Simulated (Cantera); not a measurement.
Input: 1 mol FeS, 0.22 mol SO3, 0.23 mol CO2, held at 0.100 bar.

Cantera equilibrium calculation (NASA polynomials, part measured and part estimated; ideal gas, pure solids and liquids). Candidate condensed phases: C, Fe, Fe(CO)5, FeO, FeS, FeSO4, FeS2, Fe2O3, Fe2(SO4)3, Fe3O4, S; 25 gas species. Metal and sulfide melt together well below either melting point, which pure phases cannot show. Mutual solubility and eutectic melting of coexisting phases are not modelled. The tables' stoichiometric FeO is somewhat more stable than real wüstite, so its field is too wide. FeO, FeS: taken at fixed stoichiometry. Kinetics and transport are ignored.

### Question
At 1325 K, list the 4 most abundant gas species with their mole fractions, and the condensed phases.

### Answer
SO2 0.498, CO2 0.403, S2 0.0724, CO 0.0218. Condensed: FeO(s) + FeS(s).
